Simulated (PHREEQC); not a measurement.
A solution holds 0.11 mol/kgw HF and 0.00047 mol/kgw KF, at 20 °C. Closed to the air; pH follows from the charge balance.

Equilibrium calculation in PHREEQC: ion-association model, phreeqc.dat.

Precipitation was switched off in this run.

Order these F species by the share of F that they hold, largest first: F-, HF2-, HF.

HF (87 %), F- (7.4 %), HF2- (5.2 %)

The pH is 2.02 and the ionic strength 0.0111 mol/kgw.
